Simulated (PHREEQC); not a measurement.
Dissolve 0.0014 mol/kgw HF, 0.00032 mol/kgw KF, 0.0001 mol/kgw H2SiF6 and 0.0015 mol/kgw FeCl2 at 25 °C. Closed to the air; pH follows from the charge balance.

Equilibrium calculation in PHREEQC: ion-association model, wateq4f.dat.

```yaml
pH: 3.13
ionic_strength: 0.00562 mol/kgw
total_alkalinity: -2.00 meq/kg
```

```csv
species,molality,activity,log γ
Cl-,0.00299,0.00276,-0.035
Fe+2,0.00148,0.00109,-0.133
HF,0.00106,0.00106,0.001
F-,0.00104,0.000956,-0.035
H+,0.000797,0.000742,-0.031
K+,0.000320,0.000295,-0.035
H4SiO4,6.75e-5,6.76e-5,0.001
SiF6-2,3.25e-5,2.37e-5,-0.136
FeF+,1.13e-5,1.04e-5,-0.035
FeCl+,4.51e-6,4.16e-6,-0.034
HF2-,4.23e-6,3.90e-6,-0.035
H2F2,2.95e-6,2.95e-6,0.001
```

No solid was allowed to form. Complexes and solids missing from the database can't appear. SiF6-2 is the database's only silicon fluoride. Fluoro complexes past AlF4- and FeF3 are missing from the database.
